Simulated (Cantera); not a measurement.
# SiO₂ + HCl + H₂ (oxide etching and cleaning by halides)

Charge: 1 mol SiO₂, 37 mol HCl, 41 mol H₂, equilibrated at 0.170 bar.

Equilibrium computed with Cantera from the NASA thermochemical tables; the gas is ideal and each condensed phase is pure. Candidate condensed phases: H₂O, Si, SiO₂; 30 gas species. The tables hold silica as quartz up to 1696 K and as liquid above; real silica turns to tridymite and cristobalite and melts near 1996 K. The numbers say what is thermodynamically allowed, not how fast it happens.

From 748 K to 798 K the condensed part is SiO₂(α-quartz). From 848 K to 1348 K the condensed part is SiO₂(β-quartz). The main Si-bearing gas is SiCl₄ throughout.

```csv
T (K),x H₂,x HCl,x H₂O,x SiCl₄,x SiCl₃,x SiHCl₃,n SiO₂(α-quartz),n SiO₂(β-quartz)
748,0.526,0.474,7.42e-6,3.71e-6,1.36e-12,1.81e-9,1.000,0
798,0.526,0.474,1.15e-5,5.75e-6,1.25e-11,5.61e-9,1.000,0
848,0.526,0.474,1.69e-5,8.43e-6,8.76e-11,1.52e-8,0,0.999
898,0.526,0.474,2.37e-5,1.18e-5,4.91e-10,3.64e-8,0,0.999
948,0.526,0.474,3.21e-5,1.60e-5,2.29e-9,7.96e-8,0,0.999
998,0.526,0.474,4.21e-5,2.09e-5,9.09e-9,1.60e-7,0,0.998
1048,0.526,0.474,5.38e-5,2.66e-5,3.16e-8,3.01e-7,0,0.998
1098,0.526,0.474,6.73e-5,3.30e-5,9.74e-8,5.32e-7,0,0.997
1148,0.526,0.474,8.26e-5,4.01e-5,2.71e-7,8.92e-7,0,0.997
1198,0.526,0.474,9.98e-5,4.77e-5,6.88e-7,1.42e-6,0,0.996
1248,0.526,0.474,0.000119,5.55e-5,1.61e-6,2.17e-6,0,0.995
1298,0.526,0.474,0.000141,6.29e-5,3.46e-6,3.15e-6,0,0.994
1348,0.526,0.474,0.000167,6.89e-5,6.85e-6,4.34e-6,0,0.993
```
x: gas mole fraction; n: condensed amount in mol.
